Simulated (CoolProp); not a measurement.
Vapour-liquid equilibrium of CH2F2 (R32) (1) + R142b (2) at 6.87 bar; x and y are mole fractions of (1).

Computed with CoolProp (multi-fluid Helmholtz-energy mixture model, Tillner-Roth 1997 and Lemmon 2006; pair parameters Bell 2016).

| x | bubble temperature (°C) | y at the bubble point | dew temperature at overall composition x (°C) | liquid density (mol/L) |
|---|---|---|---|---|
| 0.05 | 43.9 | 0.173 | 48.5 | ? |
| 0.125 | 35.4 | 0.377 | 45.7 | 11.36 |
| 0.2 | 28.0 | 0.526 | 42.9 | 11.95 |
| 0.275 | ? | 0.635 | 39.8 | 12.56 |
| 0.35 | 16.8 | 0.714 | ? | 13.17 |
| 0.425 | 12.6 | 0.773 | 33.1 | 13.81 |
| 0.5 | 9.1 | 0.819 | 29.4 | 14.48 |
| 0.575 | 6.2 | 0.855 | 25.4 | 15.19 |
| 0.65 | 3.7 | 0.885 | 21.0 | 15.94 |
| 0.725 | 1.5 | 0.911 | ? | 16.77 |
| 0.8 | -0.4 | 0.935 | 10.6 | 17.67 |
| 0.875 | -2.3 | ? | 4.5 | 18.67 |
| 0.95 | -4.0 | 0.983 | -1.6 | 19.79 |

Q: Complete the blanks.

A: 
- 0.05, liquid density (mol/L): 10.77
- 0.275, bubble temperature (°C): 21.9
- 0.35, dew temperature at overall composition x (°C): 36.6
- 0.725, dew temperature at overall composition x (°C): 16.1
- 0.875, y at the bubble point: 0.958

No azeotrope shows between x = 0.05 and 0.95.

The pair parameters rest on a limited set of measurements; away from them the model extrapolates.
